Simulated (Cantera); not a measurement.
What does this Cantera script print?

```python
import numpy as np
import cantera as ct

gas = ct.Solution("gri30.yaml")
gas.TPX = 625, 31000, {'CH4': 1, 'CO': 0.18, 'O2': 3.73, 'N2': 14}
inlet = ct.Reservoir(gas, clone=True)
gas.equilibrate("HP")  # start burning
reactor = ct.IdealGasConstPressureReactor(gas, energy="on", clone=False)
exhaust = ct.Reservoir(gas, clone=True)
tau = [0.051, 0.024, 0.011, 0.005, 0.0023, 0.0011, 0.00049, 0.00023, 0.0001, 4.8e-05, 2.2e-05][0]
for a, b in ((inlet, reactor), (reactor, exhaust)):
    ct.MassFlowController(a, b, mdot=lambda t: reactor.mass / tau)
net = ct.ReactorNet([reactor])
show = ['CH4', 'CO', 'O2', 'CH3', 'NO', 'CO2', 'O']

rows = []
print(f"{'tau/s':>10s}{'T/K':>9s}" + "".join(f"{s:>11s}" for s in show))
for tau in [0.051, 0.024, 0.011, 0.005, 0.0023, 0.0011, 0.00049, 0.00023, 0.0001, 4.8e-05, 2.2e-05]:
    net.initial_time = 0.0
    net.advance(30 * tau)
    before = gas.X
    net.advance(40 * tau)
    drift = np.max(np.abs(gas.X - before) / (gas.X + 1e-9))
    rows.append([gas.T, *gas[show].X, drift])
    print(f"{tau:10.3e}{gas.T:9.1f}" + "".join(f"{x:11.3e}" for x in gas[show].X))
```

Output:

```
     tau/s      T/K        CH4         CO         O2        CH3         NO        CO2          O
 5.100e-02   1829.4  1.509e-05  1.833e-03  8.679e-02  3.033e-06  3.090e-05  6.066e-02  1.199e-03
 2.400e-02   1810.1  2.446e-05  2.817e-03  8.693e-02  4.517e-06  2.214e-05  5.958e-02  1.844e-03
 1.100e-02   1781.8  4.123e-05  4.268e-03  8.726e-02  6.912e-06  1.595e-05  5.798e-02  2.780e-03
 5.000e-03   1742.9  7.289e-05  6.298e-03  8.790e-02  1.095e-05  1.193e-05  5.574e-02  3.994e-03
 2.300e-03   1693.8  1.363e-04  9.074e-03  8.908e-02  1.813e-05  9.028e-06  5.267e-02  5.305e-03
 1.100e-03   1636.7  2.709e-04  1.297e-02  9.122e-02  3.157e-05  6.373e-06  4.837e-02  6.300e-03
 4.900e-04   1559.8  6.952e-04  2.024e-02  9.626e-02  6.845e-05  3.337e-06  4.031e-02  6.210e-03
 2.300e-04    625.0  5.288e-02  9.519e-03  1.973e-01  1.455e-16  1.931e-21  2.051e-16  5.800e-17
 1.000e-04    625.0  5.288e-02  9.519e-03  1.973e-01  4.216e-17  3.615e-24  5.577e-17  3.612e-17
 4.800e-05    625.0  5.288e-02  9.519e-03  1.973e-01  1.334e-17  1.803e-26  2.646e-17  2.100e-17
 2.200e-05    625.0  5.288e-02  9.519e-03  1.973e-01  4.079e-18  2.301e-28  1.215e-17  1.084e-17
```

Computed with Cantera and GRI-Mech 3.0 (53 species, 325 reactions).
